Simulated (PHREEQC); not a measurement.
A made-up water analysis in mmol/kgw, 25 °C, pH 2.62, pe 12.9:

```
constituent  mmol/kgw
-----------  --------
Na               1.17
K                1.08
Ca               1.91
Mg              0.823
Cl               3.04
S(6)              4.8
Zn              0.088
```

Valence states are taken as typed.

Equilibrium calculation in PHREEQC: ion-association model, phreeqc.dat.

Precipitation was switched off in this run.

**Question.** What ionic strength, charge-balance error, specific conductance does the model give?

**Answer.** ionic strength 0.0159 mol/kgw; charge-balance error -7.4 %; specific conductance 1920 µS/cm.

**Question.** In which forms is Mg present?

**Answer.** Mg+2 76 %, MgSO4 24 % of the Mg.
